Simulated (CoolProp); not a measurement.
The numbers come from the reference Helmholtz-energy equation of state, Zhou 2011 in CoolProp.

Question: For dimethyl carbonate, give the phase and the Z, cv (kJ/(kg K)), Joule-Thomson coefficient (K/MPa), expansivity (1/kK) at 518.6 K and 4.23 MPa; 578.3 K and 4.23 MPa; 600 K and 4.23 MPa.

Answer: 
- 518.6 K and 4.23 MPa: liquid; Z 0.126, cv 1.74, Joule-Thomson coefficient 0.659, expansivity 4.33
- 578.3 K and 4.23 MPa: gas; Z 0.667, cv 1.81, Joule-Thomson coefficient 10.3, expansivity 6.71
- 600 K and 4.23 MPa: gas; Z 0.727, cv 1.82, Joule-Thomson coefficient 8.16, expansivity 4.82
